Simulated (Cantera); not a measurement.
An adiabatic, constant-pressure homogeneous reactor starts with CH₄ : CO : O₂ : N₂ : H₂O = 1 : 0.29 : 3.15 : 11.9 : 2.5 (molar parts), equivalence ratio 0.68, at 1225 K and 1.10 bar.

Model: GRI-Mech 3.0 (53 species, 325 reactions), integrated in Cantera.

Question: Predict: time of steepest temperature rise; temperature at 0.400 s; equilibrium temperature; x(CO) at 0.400 s; x(O₂) at 0.400 s; x(NO) at 0.400 s; x(N₂O) at 0.400 s; x(OH) at 0.400 s.

Answer: 
| Property | Value |
|---|---|
| time of steepest temperature rise | 33.9 ms |
| temperature at 0.400 s | 2300 K |
| equilibrium temperature | 2300 K |
| x(CO) at 0.400 s | 0.00325 (gas-phase equilibrium 0.00325) |
| x(O₂) at 0.400 s | 0.0503 (gas-phase equilibrium 0.0503) |
| x(NO) at 0.400 s | 0.00685 (gas-phase equilibrium 0.00689) |
| x(N₂O) at 0.400 s | 3.58e-7 (gas-phase equilibrium 3.59e-7) |
| x(OH) at 0.400 s | 0.00767 (gas-phase equilibrium 0.00767) |
